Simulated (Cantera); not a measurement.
An isothermal, constant-pressure homogeneous reactor starts with 11.1 % C2H6, 88.9 % H2, at 1348 K and 100000 Pa.

Computed with Cantera and GRI-Mech 3.0 (53 species, 325 reactions). GRI-Mech 3.0 stops at C3 and has no aromatics, soot or wall deposition, so with more carbon than oxygen in the feed, carbon stays in small species such as C2H2 where larger ones or solid carbon would form.

### Question
Predict: x(C2H6) at 8.00 s; x(H2) at 8.00 s; x(H) at 8.00 s; x(CH3) at 8.00 s; x(C2H2) at 8.00 s.

### Answer
- x(C2H6) at 8.00 s: 0.000118 (gas-phase equilibrium 9.37e-5)
- x(H2) at 8.00 s: 0.790 (gas-phase equilibrium 0.787)
- x(H) at 8.00 s: 2.26e-6 (gas-phase equilibrium 2.07e-6)
- x(CH3) at 8.00 s: 1.14e-5 (gas-phase equilibrium 1.07e-5)
- x(C2H2) at 8.00 s: 0.00423 (gas-phase equilibrium 0.00315)
